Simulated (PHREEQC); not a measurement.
## Acid rinse or clean: speciation

Consider water at 25 °C with 2.1 mmol/kgw HNO3, 53 mmol/kgw NaCl and 41 mmol/kgw KCl. Closed to the air; pH follows from the charge balance.

The numbers come from PHREEQC with the ion-association model, phreeqc.dat.

Each row changes one thing in this solution. Precipitation was switched off in this run.

```json
[
 {"case": "as made", "pH": "2.76", "SI of Sylvite (KCl)": "-3.54"},
 {"case": "temperature from 25 to 15 °C", "pH": "2.76", "SI of Sylvite (KCl)": "-3.49"},
 {"case": "diluted 100-fold with water", "pH": "[?]", "SI of Sylvite (KCl)": "-7.34"},
 {"case": "NaCl replaced by SrCl2 at the same molality", "pH": "2.78", "SI of Sylvite (KCl)": "-3.41"},
 {"case": "diluted 10-fold with water", "pH": "[?]", "SI of Sylvite (KCl)": "[?]"},
 {"case": "NaCl from 0.053 to 0.0477 mol/kgw", "pH": "2.76", "SI of Sylvite (KCl)": "[?]"}
]
```

Question: Complete the blanks.

Answer: 
- diluted 100-fold with water, pH: 4.69
- diluted 10-fold with water, pH: 3.72
- diluted 10-fold with water, SI of Sylvite (KCl): -5.40
- NaCl from 0.053 to 0.0477 mol/kgw, SI of Sylvite (KCl): -3.56

Species that the database lacks are ignored.
